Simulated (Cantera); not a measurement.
Feed: 1 mol NaCl, 26 mol H₂, 0.99 mol N₂, held at 1400 K and 2.40 mbar.

Method: chemical equilibrium by Gibbs-energy minimisation in Cantera with the NASA 1993 tables (ideal gas, pure condensed phases). Candidate condensed phases: NH₄Cl, Na, NaCl; 17 gas species. Kinetics and transport are ignored.

Task: What is the equilibrium state?

Result: 
* **x(H₂)**: 0.926
* **x(N₂)**: 0.0353
* **x(NaCl)**: 0.0331
* **x(HCl)**: 0.00256
* **x(Na)**: 0.00255
* **x(H)**: 9.56e-5
* **x(Na₂Cl₂)**: 1.93e-5
* **gas amount**: 28.03 mol
* **log10 activity of Na(l) (absent)**: -5.92
